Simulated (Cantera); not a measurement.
Cantera run:

```python
import numpy as np
import cantera as ct

gas_names = """
    CL CLO CL2 O O2 O3 Ti TiCL TiCL2 TiCL3 TiCL4 TiO TiOCL TiOCL2 TiO2
""".split()
cond_names = """
    Ti(a) Ti(b) Ti(L) TiCL2(s) TiCL3(s) TiCL4(L) TiO(a) TiO(b) TiO(L) TiO2(ru) TiO2(L) Ti2O3(a) Ti2O3(b)
    Ti2O3(L) Ti3O5(a) Ti3O5(b) Ti3O5(L) Ti4O7(s) Ti4O7(L)
""".split()


# ... load() reads the species with a 1 bar reference pressure and builds the phases ...
atoms = {
    'TiCl4': {'Ti': 1, 'CL': 4},
    'O2': {'O': 2},
}
top_T = {'TiCL2(s)': 1300, 'TiCL3(s)': 1000}  # K; cautious upper limits of use, not melting points


# ... equilibrate(T, P, feed) seeds the gas with the atoms and calls Mixture.equilibrate('TP', solver="vcs", rtol=1e-11, max_steps=5000) ...
results = []
feed = {'TiCl4': 1, 'O2': 0.49}  # mol
T = 650  # K
P = 29  # Pa
mix = equilibrate(T, P, feed)
results.append((T, P, feed, dict(zip(mix.species_names, mix.species_moles))))
print(gas.report(threshold=1e-06))
for i in range(1, mix.n_phases):
    print(f"{mix.phase(i).name:16s} {mix.phase_moles(i):12.5e} mol")
```

Result:

```
       temperature   650 K
          pressure   29 Pa
           density   0.00059858 kg/m^3
  mean mol. weight   111.55 kg/kmol
   phase of matter   gas

                          1 kg             1 kmol
                     ---------------   ---------------
          enthalpy       -2.1577e+06        -2.407e+08  J
   internal energy       -2.2062e+06        -2.461e+08  J
           entropy            3464.6        3.8649e+05  J/K
    Gibbs function       -4.4097e+06       -4.9191e+08  J
 heat capacity c_p            538.38             60057  J/K
 heat capacity c_v            463.84             51742  J/K

                      mass frac. Y      mole frac. X     chem. pot. / RT
                     ---------------   ---------------   ---------------
                CL        1.9669e-06        6.1892e-06           -18.201
               CL2           0.41803           0.65771           -36.402
             TiCL4           0.58197           0.34228           -195.97
     [  +12 minor]        2.0672e-12        6.5726e-12

Ti(a)             0.00000e+00 mol
TiCL2(s)          0.00000e+00 mol
TiCL3(s)          0.00000e+00 mol
TiCL4(L)          0.00000e+00 mol
TiO(a)            0.00000e+00 mol
TiO2(ru)          4.90000e-01 mol
Ti2O3(b)          0.00000e+00 mol
Ti3O5(b)          0.00000e+00 mol
Ti4O7(s)          0.00000e+00 mol
```

Equilibrium computed with Cantera from the NASA thermochemical tables; the gas is ideal and each condensed phase is pure. Condensed phases not in the tables: TiOCl.
